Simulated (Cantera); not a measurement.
A closed system holds: 1 mol Si, 4.9 mol NF3, at 0.133 bar.

These are equilibrium values from Cantera (NASA tables, ideal gas, pure condensed phases), not measurements of a reactor. Candidate condensed phases: Si, Si3N4; 16 gas species. Rates play no part.

x: gas mole fraction; nothing condenses.

```tsv
T (K)	x F	x NF3	x F2	x N2	x SiF4	x NF2	x NF
548	3.55e-6	0.679	0.00185	0.128	0.191	…	<1e-12
623	9.49e-5	0.661	0.0183	0.132	0.189	…	<1e-12
698	0.00118	0.571	0.0976	0.152	0.178	…	<1e-12
773	0.00787	0.358	0.282	0.198	0.154	…	<1e-12
848	0.0310	0.137	0.460	0.244	0.127	…	<1e-12
923	0.0839	0.0366	0.508	0.259	0.113	…	<1e-12
998	0.178	0.00869	0.457	0.252	0.105	3.39e-6	1.50e-12
1073	0.314	0.00193	0.354	0.234	0.0960	3.39e-6	9.14e-12
1148	0.466	0.000384	0.233	0.213	0.0872	…	3.92e-11
1223	0.594	6.79e-5	0.130	0.196	0.0799	…	1.26e-10
1298	0.675	1.14e-5	0.0653	0.184	0.0753	…	3.28e-10
1373	0.717	2.01e-6	0.0317	0.179	0.0729	…	7.37e-10
1448	0.737	3.93e-7	0.0157	0.176	0.0718	…	1.49e-9
```

### Question
Some entries are withheld; supply them.

### Answer

- 548, x NF2: 3.32e-10
- 623, x NF2: 8.20e-9
- 698, x NF2: 9.51e-8
- 773, x NF2: 5.56e-7
- 848, x NF2: 1.61e-6
- 923, x NF2: 2.72e-6
- 1148, x NF2: 2.75e-6
- 1223, x NF2: 1.84e-6
- 1298, x NF2: 1.10e-6
- 1373, x NF2: 6.26e-7
- 1448, x NF2: 3.61e-7
